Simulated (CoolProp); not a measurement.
Properties of p-xylene along the isotherm 529.4 K.

Values from CoolProp's reference Helmholtz-energy equation of state, Zhou 2012.

| p (MPa) | phase | cp (kJ/(kg K)) | expansivity (1/kK) | viscosity (µPa s) | Prandtl number |
|---|---|---|---|---|---|
| 0.112 | gas | 2.016 | 2.024 | 11.3 | 0.680 |
| 0.168 | gas | 2.025 | 2.098 | 11.3 | 0.683 |
| 0.254 | gas | 2.040 | 2.221 | 11.2 | 0.688 |
| 0.383 | gas | 2.064 | 2.435 | 11.2 | 0.697 |
| 0.578 | gas | 2.110 | 2.840 | 11.3 | 0.713 |
| 0.873 | gas | 2.209 | 3.772 | 11.3 | 0.748 |
| 1.32 | liquid | 2.640 | 2.606 | 98.3 | 3.16 |
| 1.99 | liquid | 2.621 | 2.478 | 100 | 3.18 |
| 3 | liquid | 2.597 | 2.317 | 103 | 3.20 |
| 4.52 | liquid | 2.568 | 2.127 | 106 | 3.23 |
| 6.82 | liquid | 2.535 | 1.914 | 112 | 3.29 |
| 10.3 | liquid | 2.500 | 1.690 | 119 | 3.38 |
| 15.5 | liquid | 2.465 | 1.468 | 130 | 3.51 |
| 23.4 | liquid | 2.432 | 1.255 | 144 | 3.68 |
| 35.3 | liquid | 2.401 | 1.061 | 163 | 3.91 |

Viscosity comes from a separate model (Balogun 2015). Thermal conductivity comes from a separate model (Mylona 2014).
